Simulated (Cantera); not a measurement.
Premixed flame

A freely propagating, adiabatic, planar premixed flame of 5.56 % C₃H₈, 19.9 % O₂, 74.6 % N₂, equivalence ratio 1.4, unburnt at 475 K and 29000 Pa; multicomponent+Soret transport, grid criteria slope 0.08 and curve 0.16, no radiation.

Cantera simulation using GRI-Mech 3.0 (53 species, 325 reactions); the numbers are that mechanism's predictions, not measurements. GRI-Mech 3.0 was tuned for natural gas; its chemistry of propane as a main component is partial and can be far from experiment. Burning velocities carry a grid error of a few per cent, more on coarse grids.

```json
[
 {"z (mm)": "-2.96", "T (K)": "475", "u (m/s)": "0.925", "x C₃H₈": "0.0556", "x O₂": "0.198", "x C₂H₂": "7.19e-8", "x NO": "<1e-8", "x HO₂": "6.48e-8", "x HCO": "<1e-8"},
 {"z (mm)": "-1.97", "T (K)": "477", "u (m/s)": "0.931", "x C₃H₈": "0.0554", "x O₂": "0.198", "x C₂H₂": "1.45e-6", "x NO": "<1e-8", "x HO₂": "9.50e-7", "x HCO": "<1e-8"},
 {"z (mm)": "-1.48", "T (K)": "485", "u (m/s)": "0.951", "x C₃H₈": "0.0554", "x O₂": "0.196", "x C₂H₂": "9.83e-6", "x NO": "4.72e-8", "x HO₂": "4.91e-6", "x HCO": "<1e-8"},
 {"z (mm)": "-0.986", "T (K)": "549", "u (m/s)": "1.09", "x C₃H₈": "0.0551", "x O₂": "0.189", "x C₂H₂": "0.000105", "x NO": "4.01e-7", "x HO₂": "2.77e-5", "x HCO": "<1e-8"},
 {"z (mm)": "-0.493", "T (K)": "958", "u (m/s)": "1.98", "x C₃H₈": "0.0392", "x O₂": "0.145", "x C₂H₂": "0.00120", "x NO": "3.65e-6", "x HO₂": "7.78e-5", "x HCO": "9.83e-7"},
 {"z (mm)": "-0.246", "T (K)": "1354", "u (m/s)": "2.93", "x C₃H₈": "0.0126", "x O₂": "0.0969", "x C₂H₂": "0.00302", "x NO": "8.04e-6", "x HO₂": "0.000191", "x HCO": "3.61e-5"},
 {"z (mm)": "0", "T (K)": "1719", "u (m/s)": "3.84", "x C₃H₈": "0.000443", "x O₂": "0.0492", "x C₂H₂": "0.00501", "x NO": "1.59e-5", "x HO₂": "0.000103", "x HCO": "9.56e-5"},
 {"z (mm)": "0.246", "T (K)": "1916", "u (m/s)": "4.32", "x C₃H₈": "9.92e-7", "x O₂": "0.0208", "x C₂H₂": "0.00284", "x NO": "2.86e-5", "x HO₂": "1.26e-5", "x HCO": "4.29e-5"},
 {"z (mm)": "0.493", "T (K)": "1987", "u (m/s)": "4.48", "x C₃H₈": "<1e-8", "x O₂": "0.00853", "x C₂H₂": "0.000779", "x NO": "4.24e-5", "x HO₂": "1.66e-6", "x HCO": "1.11e-5"},
 {"z (mm)": "0.986", "T (K)": "2018", "u (m/s)": "4.53", "x C₃H₈": "<1e-8", "x O₂": "0.00221", "x C₂H₂": "3.94e-5", "x NO": "6.06e-5", "x HO₂": "2.72e-7", "x HCO": "5.48e-7"},
 {"z (mm)": "1.97", "T (K)": "2031", "u (m/s)": "4.55", "x C₃H₈": "<1e-8", "x O₂": "0.00111", "x C₂H₂": "2.28e-7", "x NO": "7.33e-5", "x HO₂": "1.58e-7", "x HCO": "8.86e-8"},
 {"z (mm)": "3.94", "T (K)": "2044", "u (m/s)": "4.57", "x C₃H₈": "<1e-8", "x O₂": "0.000923", "x C₂H₂": "<1e-8", "x NO": "7.86e-5", "x HO₂": "1.35e-7", "x HCO": "7.96e-8"},
 {"z (mm)": "7.89", "T (K)": "2063", "u (m/s)": "4.61", "x C₃H₈": "<1e-8", "x O₂": "0.000724", "x C₂H₂": "<1e-8", "x NO": "8.13e-5", "x HO₂": "1.10e-7", "x HCO": "6.99e-8"}
]
```
x: mole fraction of selected species; z is measured from the peak of heat release.

The laminar burning velocity is 92.3 cm/s and the thermal thickness is 0.986 mm. The peak x(C₂H₂) is 0.00501, the peak x(HO₂) is 0.000202 and the peak x(HCO) is 9.73e-5. The grid points is 154.
